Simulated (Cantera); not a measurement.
Feed: 1 mol CuO, 0.44 mol CH4, 7.3 mol N2, equilibrated at 11000 Pa.

Method: chemical equilibrium by Gibbs-energy minimisation in Cantera with the NASA 1993 tables (ideal gas, pure condensed phases). Candidate condensed phases: C, C6H6, C7H8, C8H18, Cu, CuO, Cu(OH)2, Cu2O, H2O; 139 gas species. Rates play no part.

**Question.** At 1298 K, list the 5 most abundant gas species with their mole fractions, and the condensed phases.

**Answer.** N2 0.847, H2 0.0542, H2O 0.0479, CO 0.0340, CO2 0.0171. Condensed: Cu(s).
